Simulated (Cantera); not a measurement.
An adiabatic, constant-pressure homogeneous reactor starts with C2H4 : O2 : N2 : H2O = 1 : 2 : 7.52 : 0.58 (molar parts), equivalence ratio 1.5, at 1125 K and 1.01 bar.

Model: GRI-Mech 3.0 (53 species, 325 reactions), integrated in Cantera. GRI-Mech 3.0 was tuned for natural gas; its chemistry of ethylene as a main component is partial and can be far from experiment.

**Question.** Predict: time of steepest temperature rise; temperature at 0.400 s; equilibrium temperature; x(O2) at 0.400 s; x(H2O) at 0.400 s; x(CO2) at 0.400 s; x(H2) at 0.400 s.

**Answer.** 
```
Quantity                                                              Result
---------------------------------  -----------------------------------------
time of steepest temperature rise                                    3.82 ms
temperature at 0.400 s                                                2629 K
equilibrium temperature                                               2629 K
x(O2) at 0.400 s                   0.000944 (gas-phase equilibrium 0.000944)
x(H2O) at 0.400 s                        0.150 (gas-phase equilibrium 0.150)
x(CO2) at 0.400 s                      0.0497 (gas-phase equilibrium 0.0497)
x(H2) at 0.400 s                       0.0525 (gas-phase equilibrium 0.0525)
```
